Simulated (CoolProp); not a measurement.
Vapour pressure (kPa) of cyclohexane: the reference equation beside estimates from Tc = 553.6 K, pc = 4081 kPa, ω = 0.209.

Computed with CoolProp (reference Helmholtz-energy equation of state, Zhou 2014).

```json
[
 {"T (K)": "340.3", "reference": "66.12", "Lee-Kesler": "65.86", "van der Waals": "407.1", "Soave-Redlich-Kwong": "66.19", "Peng-Robinson": "67.27"},
 {"T (K)": "347.5", "reference": "83.34", "Lee-Kesler": "83.06", "van der Waals": "457.8", "Soave-Redlich-Kwong": "83.35", "Peng-Robinson": "84.38"},
 {"T (K)": "354.8", "reference": "104.2", "Lee-Kesler": "103.9", "van der Waals": "513.4", "Soave-Redlich-Kwong": "104.2", "Peng-Robinson": "105.1"},
 {"T (K)": "362", "reference": "128.6", "Lee-Kesler": "128.3", "van der Waals": "572.5", "Soave-Redlich-Kwong": "128.5", "Peng-Robinson": "129.2"},
 {"T (K)": "369.2", "reference": "157.1", "Lee-Kesler": "157.0", "van der Waals": "635.9", "Soave-Redlich-Kwong": "157.0", "Peng-Robinson": "157.4"},
 {"T (K)": "376.4", "reference": "190.3", "Lee-Kesler": "190.3", "van der Waals": "703.9", "Soave-Redlich-Kwong": "190.2", "Peng-Robinson": "190.3"},
 {"T (K)": "383.6", "reference": "228.7", "Lee-Kesler": "228.7", "van der Waals": "776.5", "Soave-Redlich-Kwong": "228.6", "Peng-Robinson": "228.2"},
 {"T (K)": "390.8", "reference": "272.6", "Lee-Kesler": "272.9", "van der Waals": "853.8", "Soave-Redlich-Kwong": "272.7", "Peng-Robinson": "271.6"},
 {"T (K)": "398", "reference": "322.7", "Lee-Kesler": "323.1", "van der Waals": "936.0", "Soave-Redlich-Kwong": "323.1", "Peng-Robinson": "321.2"},
 {"T (K)": "405.2", "reference": "379.4", "Lee-Kesler": "380.1", "van der Waals": "1023", "Soave-Redlich-Kwong": "380.1", "Peng-Robinson": "377.3"}
]
```

Absolute difference from the reference over all 10 rows, mean and median: Lee-Kesler 0.2 and 0.2 %, van der Waals 309.0 and 287.3 %, Soave-Redlich-Kwong 0.1 and 0.1 %, Peng-Robinson 0.6 and 0.5 %.
